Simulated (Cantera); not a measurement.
Feed: 1 mol C3H8, 5.1 mol CO2, held at 10.0 mbar.

Method: chemical equilibrium by Gibbs-energy minimisation in Cantera with the NASA 1993 tables (ideal gas, pure condensed phases). Candidate condensed phases: C, C6H6, C7H8, C8H18, H2O; 131 gas species. Ions and electrons are included (thermal ionisation). Kinetics and transport are ignored. All values below are at 3227 °C.

Base state: CO 0.448, H 0.430, O 0.112, H2 0.00531, OH 0.00238, CO2 0.000650, O2 0.000519, H2O 6.38e-5 (mole fractions); condensed: gas only.

Task: What changes in the equilibrium state with this change: C3H8 replaced by toluene?

Result: 
```
species    before     after
-------  --------  --------
CO          0.448     0.526
H           0.430     0.403
C         4.84e-7    0.0465
O           0.112   1.37e-6
C3          <1e-9    0.0112
C2          <1e-9   0.00804
C2H         <1e-9  0.000668
O2       0.000519     <1e-9
OH        0.00238   2.72e-8
CH          <1e-9   7.05e-5
```
